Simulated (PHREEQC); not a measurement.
Consider water at 25 °C with 46 mmol/kgw NH4HS. Closed to the air; pH follows from the charge balance.

Model: ion-association model, phreeqc.dat, run in PHREEQC.

- pH = 8.10
- ionic strength = 0.0435 mol/kgw
- specific conductance = 5320 µS/cm
- total alkalinity = 46.0 meq/kg

```tsv
species	molality	activity	log γ
NH4+	0.0435	0.0353	-0.091
HS-	0.0435	0.0357	-0.086
H2S	0.00248	0.00251	0.004
NH3	0.00248	0.00250	0.004
OH-	1.53e-6	1.26e-6	-0.086
S-2	1.11e-6	5.37e-7	-0.317
H+	9.35e-9	8.03e-9	-0.066
```

Precipitation was switched off in this run.
